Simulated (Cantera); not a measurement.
Cantera run, input and output.

```python
import numpy as np
import cantera as ct

gas = ct.Solution("h2o2.yaml")
gas.TPX = 1050, 2300, {'H2': 0.016, 'O2': 1, 'H2O': 0.0036}
reactor = ct.IdealGasConstPressureReactor(gas, energy="off", clone=False)
net = ct.ReactorNet([reactor])
net.rtol, net.atol = 1e-08, 1e-18
show = ['H2', 'O2', 'O', 'OH', 'H2O', 'H2O2', 'HO2']
times = np.geomspace(4e-05, 20, 12)

steps = ct.SolutionArray(gas, extra=["t"])
rows = []
print(f"{'t/s':>10s}{'T/K':>9s}{'P/Pa':>11s}" + "".join(f"{s:>11s}" for s in show))
for t in times:
    while net.time < t:
        t_next = net.step()
        steps.append(gas.state, t=t_next)
    rows.append([np.interp(t, steps.t, y) for y in (steps.T, steps.P, *steps(*show).X.T)])
    print(f"{t:10.3e}{rows[-1][0]:9.1f}{rows[-1][1]:11.4g}" + "".join(f"{x:11.3e}" for x in rows[-1][2:]))
rate = np.gradient(steps.T, steps.t)
print("integrator steps:", len(steps.t))
if steps.T.max() > steps.T[0] + 200:
    print(f"time of steepest temperature rise: {steps.t[rate.argmax()]:.4e} s")
gas.TPX = 1050, 2300, {'H2': 0.016, 'O2': 1, 'H2O': 0.0036}
gas.equilibrate("TP")
print(f"equilibrium (TP): T = {gas.T:.1f} K  " + "  ".join(f"{s} {gas[s].X[0]:.3e}" for s in show))
```

It prints:

```
       t/s      T/K       P/Pa         H2         O2          O         OH        H2O       H2O2        HO2
 4.000e-05   1050.0       2300  1.569e-02  9.808e-01  1.099e-11  1.043e-11  3.531e-03  3.792e-16  3.807e-11
 1.319e-04   1050.0       2300  1.569e-02  9.808e-01  8.419e-11  7.081e-11  3.531e-03  4.141e-15  1.263e-10
 4.347e-04   1050.0       2300  1.569e-02  9.808e-01  6.565e-10  4.328e-10  3.531e-03  4.546e-14  4.234e-10
 1.433e-03   1050.0       2300  1.569e-02  9.808e-01  1.788e-08  1.016e-08  3.531e-03  5.396e-13  1.719e-09
 4.725e-03   1050.0       2300  1.534e-02  9.805e-01  2.112e-04  1.175e-04  3.797e-03  2.908e-09  2.881e-06
 1.558e-02   1050.0       2300  1.125e-04  9.738e-01  6.299e-03  6.145e-04  1.855e-02  6.896e-08  4.062e-06
 5.136e-02   1050.0       2300  2.576e-05  9.788e-01  1.656e-03  2.967e-04  1.914e-02  5.887e-08  2.206e-06
 1.693e-01   1050.0       2300  3.442e-06  9.803e-01  2.354e-04  1.111e-04  1.931e-02  4.175e-08  7.544e-07
 5.582e-01   1050.0       2300  3.755e-07  9.806e-01  2.790e-05  3.859e-05  1.935e-02  1.921e-08  1.719e-07
 1.840e+00   1050.0       2300  4.799e-08  9.806e-01  3.878e-06  1.447e-05  1.937e-02  6.024e-09  3.333e-08
 6.067e+00   1050.0       2300  8.150e-09  9.806e-01  7.051e-07  6.175e-06  1.937e-02  1.634e-09  7.040e-09
 2.000e+01   1050.0       2300  1.759e-09  9.806e-01  1.589e-07  2.929e-06  1.937e-02  4.454e-10  1.838e-09
integrator steps: 1690
equilibrium (TP): T = 1050.0 K  H2 4.697e-11  O2 9.806e-01  O 4.395e-09  OH 4.861e-07  H2O 1.938e-02  H2O2 1.508e-11  HO2 1.086e-09
```

Detailed kinetics in Cantera: the H2/O2 subset of GRI-Mech 3.0, which has no nitrogen chemistry. Radical loss at walls, strong at low pressure, is not modelled.
